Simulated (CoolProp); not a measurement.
Saturation properties of fluorine (Tc = 144.4 K, pc = 5.240 MPa, ω = 0.045).

Model: reference Helmholtz-energy equation of state, de Reuck 1990, in CoolProp.

```csv
T (K),p (MPa),vapour density (kg/m³),enthalpy of vaporisation (kJ/kg),surface tension (mN/m)
93.6,0.2454,12.79,165.7,11.1
97.5,0.3473,17.68,161.4,10.1
101.5,0.4817,24.06,156.5,9.07
105.4,0.6463,31.83,151.4,8.08
109.3,0.8485,41.40,145.9,7.11
113.3,1.100,53.46,139.7,6.13
117.2,1.392,67.87,133.0,5.21
121.2,1.747,86.02,125.3,4.29
125.1,2.150,107.9,116.9,3.43
```

It boils at 85.0 K under 1 atm.

Surface tension comes from a separate correlation (Mulero 2012).
